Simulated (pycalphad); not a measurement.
Source of the numbers: pycalphad with the COST 507 light-alloy database (1999); pressure 1 atm. The database dates from 1999; later assessments differ in places, in temperatures and in the compounds included. Amounts are mole fractions of atoms.

Question: Give the equilibrium state of Al-2.76Si-6.71C (at.%) at 1400 K.

Answer: liquid, fraction 0.843, with 3.2 Si, <0.01 C at.%; AL4C3, fraction 0.157, with 0.13 Si, 42.9 C at.%.

Question: Give the equilibrium state of Al-2.76Si-6.71C (at.%) at 950 K.

Answer: 
```
T = 950.00 K, P = 101325 Pa, N = 1 mol of atoms
G = -41605 J/mol, H = 22316 J/mol, S = 67.29 J/(mol K)  (SER reference)
chemical potentials (J/mol): Al -39207, Si -48492, C -71129
phase             fraction      x(Al)      x(Si)       x(C)
LIQUID              0.8466     0.9787     0.0213   1.04e-09
AL8SIC7             0.1534     0.5000     0.0625     0.4375
```

Database names, with the compositions (at.%) that they take in these runs: AL4C3: Al 57 C 43; AL8SIC7: Al 50 C 44 Si 6.
